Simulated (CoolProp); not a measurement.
n-perfluorohexane along the isotherm 450 K: fugacity coefficient from the reference equation and from simpler models built on Tc = 448.0 K, pc = 1.742 MPa, ω = 0.497; each cubic takes its own stable root.

The numbers come from the reference Helmholtz-energy equation of state, Gao 2022 in CoolProp.

```tsv
p (MPa)	phase	reference
0.0138	gas	0.9973
0.0208	gas	0.9959
0.0313	gas	0.9938
0.0473	gas	0.9906
0.0713	gas	0.9859
0.108	gas	0.9787
0.162	gas	0.9681
0.245	gas	0.9518
0.369	gas	0.9277
0.557	gas	0.8913
0.841	gas	0.8368
1.27	gas	0.7543
1.91	supercritical	0.6159
2.89	supercritical	0.4454
4.35	supercritical	0.3333
```

**Question.** How far does each simpler model (van der Waals, Peng-Robinson) lie from the reference over these 15 states: mean and median of the absolute difference, and the worst?

**Answer.** 
- van der Waals: mean 3.3 %, median 0.7 %, worst +19.1 % at 450 K and 4.35 MPa
- Peng-Robinson: mean 0.6 %, median 0.4 %, worst +2.0 % at 450 K and 4.35 MPa
